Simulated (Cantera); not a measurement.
Feed: 1 mol HBr, 0.46 mol H₂O, equilibrated at 1323.15 K.

Cantera equilibrium calculation (NASA polynomials, part measured and part estimated; ideal gas, pure solids and liquids). Candidate condensed phases: Br₂, H₂O; 12 gas species. The ideal-gas law is rough above about 30 bar. Equilibrium is a limit: real reactors are often held back by kinetics, nucleation or transport.

x: gas mole fraction; nothing condenses.

```
P (Pa)    x HBr  x H₂O      x Br     x H₂     x Br₂      x H     x OH
--------  -----  -----  --------  -------  --------  -------  -------
10        0.564  0.301    0.0903   0.0452   7.65e-5  3.38e-5  3.25e-6
52        0.611  0.306    0.0549   0.0276  0.000147  1.16e-5  1.86e-6
280       0.641  0.310    0.0322   0.0164  0.000273  3.85e-6  1.05e-6
1400      0.658  0.312    0.0190  0.00997  0.000474  1.34e-6  6.08e-7
7600      0.669  0.313    0.0106  0.00610  0.000800  4.50e-7  3.35e-7
40000     0.675  0.314   0.00570  0.00407   0.00122  1.60e-7  1.79e-7
210000    0.678  0.315   0.00288  0.00307   0.00163  6.08e-8  9.02e-8
1100000   0.679  0.315       ___  0.00261       ___      ___      ___
5700000   0.680  0.315       ___  0.00241   0.00209      ___      ___
30000000  0.680  0.315  0.000278  0.00232   0.00218  4.42e-9  8.70e-9
```

Q: Fill in the missing entries.

A: 
- 1100000, x Br: 0.00137
- 1100000, x Br₂: 0.00193
- 1100000, x H: 2.45e-8
- 1100000, x OH: 4.28e-8
- 5700000, x Br: 0.000626
- 5700000, x H: 1.03e-8
- 5700000, x OH: 1.96e-8
